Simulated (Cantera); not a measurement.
What does this Cantera script print?

```python
import numpy as np
import cantera as ct

gas_names = """
    F FO FO2 F2 F2O N NF NF2 NF3 NO NO2 NO3 N2 N2O O O2 O3 Si SiF SiF2 SiF3 SiF4 SiN SiO SiO2 Si2 Si2N
    Si3
""".split()
cond_names = """
    Si(cr) Si(L) SiO2(Lqz) SiO2(hqz) SiO2(L) Si2N2O(s) Si3N4(a)
""".split()


# ... load() reads the species with a 1 bar reference pressure and builds the phases ...
atoms = {
    'SiF4': {'Si': 1, 'F': 4},
    'N2O': {'N': 2, 'O': 1},
}
top_T = {'Si2N2O(s)': 2100, 'Si3N4(a)': 2400}  # K; cautious upper limits of use, not melting points


# ... equilibrate(T, P, feed) seeds the gas with the atoms and calls Mixture.equilibrate('TP', solver="vcs", rtol=1e-11, max_steps=5000) ...
results = []
feed = {'SiF4': 1, 'N2O': 0.11}  # mol
T = 550  # K
P = 65  # Pa
mix = equilibrate(T, P, feed)
results.append((T, P, feed, dict(zip(mix.species_names, mix.species_moles))))
print(gas.report(threshold=0.0001))
for i in range(1, mix.n_phases):
    print(f"{mix.phase(i).name:16s} {mix.phase_moles(i):12.5e} mol")
```

Result:

```
       temperature   550 K
          pressure   65 Pa
           density   0.0013289 kg/m^3
  mean mol. weight   93.494 kg/kmol
   phase of matter   gas

                          1 kg             1 kmol
                     ---------------   ---------------
          enthalpy       -1.4621e+07        -1.367e+09  J
   internal energy        -1.467e+07       -1.3715e+09  J
           entropy            4085.8          3.82e+05  J/K
    Gibbs function       -1.6868e+07       -1.5771e+09  J
 heat capacity c_p            891.35             83336  J/K
 heat capacity c_v            802.42             75021  J/K

                      mass frac. Y      mole frac. X     chem. pot. / RT
                     ---------------   ---------------   ---------------
                N2          0.028292          0.094421           -33.287
                O2          0.016158           0.04721           -35.621
              SiF4           0.95555           0.85837           -396.15
     [  +25 minor]        2.6796e-10        7.6692e-10

Si(cr)            0.00000e+00 mol
SiO2(Lqz)         9.47437e-22 mol
Si2N2O(s)         0.00000e+00 mol
Si3N4(a)          0.00000e+00 mol
```

Equilibrium computed with Cantera from the NASA thermochemical tables; the gas is ideal and each condensed phase is pure.
